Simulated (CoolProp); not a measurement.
Vapour-liquid equilibrium of dimethyl ether (1) + 1-butene (2) at 308.8 K; x and y are mole fractions of (1).

Computed with CoolProp (multi-fluid Helmholtz-energy mixture model, Wu 2011 and Lemmon 2005; pair parameters Bell 2016).

Task: Give the bubble pressure and the first vapour's composition at x = 0.05, 0.75, 0.95. Is there an azeotrope?

Result: x = 0.05: 0.4326 MPa, y = 0.102; x = 0.75: 0.7210 MPa, y = 0.826; x = 0.95: 0.7799 MPa, y = 0.964. No azeotrope shows between x = 0.05 and 0.95.

The pair parameters rest on a limited set of measurements; away from them the model extrapolates.
